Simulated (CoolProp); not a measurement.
The numbers come from the reference Helmholtz-energy equation of state, Akasaka 2023 in CoolProp.

**Question.** For R1336mzz(E), give the phase and the cv (kJ/(kg K)) at 398 K and 853 kPa; 374.4 K and 134 kPa; 340 K and 190 kPa.

**Answer.** 
- 398 K and 853 kPa: gas; cv 0.870
- 374.4 K and 134 kPa: gas; cv 0.836
- 340 K and 190 kPa: gas; cv 0.814
